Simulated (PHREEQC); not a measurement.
Make-up at 20 °C: 0.0075 mol/kgw Cu(NO3)2 and 0.00025 mol/kgw H2SO4. It is in equilibrium with CO2 at log p = -2 (atm). Otherwise closed; pH follows from the charge balance.

All values are PHREEQC results (ion-association model, phreeqc.dat), not measurements.

```
quantity           before     after
---------------  --------  --------
pH                   3.36      3.36
SO4-2 (mol/kgw)  0.000166  0.000321
HSO4- (mol/kgw)   4.19e-6   8.00e-6
HCO3- (mol/kgw)   4.24e-7   4.28e-7
```

**Question.** Which change was made?
A) 0.00023 mol/kgw Na2SO4 added
B) Cu(NO3)2 from 0.0075 to 0.00675 mol/kgw
C) Cu(NO3)2 from 0.0075 to 0.00825 mol/kgw
D) H2SO4 from 0.00025 to 5e-05 mol/kgw
E) diluted 5-fold with water

**Answer.** A, 0.00023 mol/kgw Na2SO4 added

This is a speciation only: nothing precipitates in the calculation.
